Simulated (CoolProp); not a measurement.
Decamethyltetrasiloxane (MD2M) at several states: density (kg/m³) from the reference equation and from simpler models built on Tc = 599.4 K, pc = 1144 kPa, ω = 0.635; each cubic takes its own stable root.

Model: reference Helmholtz-energy equation of state, Thol 2017, in CoolProp.

| T (K) | p (kPa) | phase | reference | van der Waals | Redlich-Kwong | Soave-Redlich-Kwong | Peng-Robinson |
|---|---|---|---|---|---|---|---|
| 475.4 | 196 | liquid | 657.5 | 17.05 | 17.59 | 586.1 | 663.7 |
| 431.9 | 1430 | liquid | 715.3 | 417.3 | 593.8 | 644.9 | 727.2 |
| 586.4 | 146 | gas | 9.751 | 9.705 | 9.771 | 9.783 | 9.834 |
| 473.5 | 1550 | liquid | 668.3 | 396.5 | 552.8 | 602.8 | 680.6 |
| 415.6 | 154 | liquid | 728.5 | 15.45 | 595.1 | 652.6 | 736.6 |
| 497.8 | 83.4 | gas | 6.572 | 6.485 | 6.544 | 6.602 | 6.624 |

At some of these states van der Waals, Redlich-Kwong gives the other phase, because its saturation line lies elsewhere.
